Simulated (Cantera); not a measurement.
Feed: 1 mol Si₃N₄, 0.045 mol N₂O, 69 mol N₂, at 3.50 Pa.

Cantera equilibrium calculation (NASA polynomials, part measured and part estimated; ideal gas, pure solids and liquids). Candidate condensed phases: Si, SiO₂, Si₂N₂O, Si₃N₄; 16 gas species. Mutual solubility and eutectic melting of coexisting phases are not modelled. Equilibrium is a limit: real reactors are often held back by kinetics, nucleation or transport. All values below are at 1350 K.

Base state: N₂ 1.000, SiO 0.000157 (mole fractions); condensed: Si₂N₂O(s) + Si₃N₄(s).

Q: What changes in the equilibrium state with this change: 1.5 mol CH₄ added?

A: 
```csv
species,before,after
N₂,1.000,0.959
H₂,0,0.0410
SiO,0.000157,0.000160
CO,0,0.000120
H,0,8.16e-5
"Si₂N₂O(s), mol",0.0341,0.0246
"Si₃N₄(s), mol",0.974,0.483
"SiC(s), mol",0,1.49
```
Further candidate phases: C, C₆H₆, C₇H₈, C₈H₁₈, H₂O, SiC.
